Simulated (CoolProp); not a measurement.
R1234ze(E) along the isotherm 146.85 °C: density (kg/m³) from the reference equation and from simpler models built on Tc = 109.4 °C, pc = 3635 kPa, ω = 0.313; each cubic takes its own stable root.

Model: reference Helmholtz-energy equation of state, Thol 2016, in CoolProp.

```json
[
 {"p (kPa)": "1140", "phase": "gas", "reference": "40.59"},
 {"p (kPa)": "2270", "phase": "gas", "reference": "89.51"},
 {"p (kPa)": "3410", "phase": "gas", "reference": "153.1"},
 {"p (kPa)": "4540", "phase": "supercritical", "reference": "242.4"},
 {"p (kPa)": "5680", "phase": "supercritical", "reference": "380.9"},
 {"p (kPa)": "6820", "phase": "supercritical", "reference": "537.6"},
 {"p (kPa)": "7950", "phase": "supercritical", "reference": "638.1"},
 {"p (kPa)": "9090", "phase": "supercritical", "reference": "700.9"}
]
```

Q: How far does each simpler model (Redlich-Kwong, Peng-Robinson) lie from the reference over these 8 states: mean and median of the absolute difference, and the worst?

A: 
- Redlich-Kwong: mean 4.1 %, median 3.8 %, worst -8.3 % at 146.85 °C and 9090 kPa
- Peng-Robinson: mean 4.0 %, median 2.5 %, worst -8.2 % at 146.85 °C and 7950 kPa
